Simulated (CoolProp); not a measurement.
Neopentane along the isobar 3.47 MPa: density (kg/m³) from the reference equation and from simpler models built on Tc = 433.7 K, pc = 3.196 MPa, ω = 0.196; each cubic takes its own stable root.

Model: reference Helmholtz-energy equation of state, Lemmon 2006, in CoolProp. It is a short technical equation, of lower accuracy than the large ones.

```
T (K)   phase  reference  van der Waals  Redlich-Kwong  Soave-Redlich-Kwong
-----  ------  ---------  -------------  -------------  -------------------
322.9  liquid      563.1            ___          517.5                531.8
329.4  liquid      555.5          360.4          509.0                523.5
335.9  liquid      547.7          355.7          500.3                514.8
342.5  liquid      539.6          350.8          491.1                  ___
349    liquid        ___            ___          481.7                  ___
355.5  liquid      522.6            ___          471.9                486.4
362    liquid        ___          334.9          461.7                476.0
368.6  liquid      504.1          329.0          450.8                464.9
375.1  liquid      494.2          323.0          439.6                453.4
```

Task: What belongs in the gaps?

Result: 
- 322.9, van der Waals: 365.0
- 342.5, Soave-Redlich-Kwong: 505.7
- 349, reference: 531.3
- 349, van der Waals: 345.7
- 349, Soave-Redlich-Kwong: 496.3
- 355.5, van der Waals: 340.4
- 362, reference: 513.7
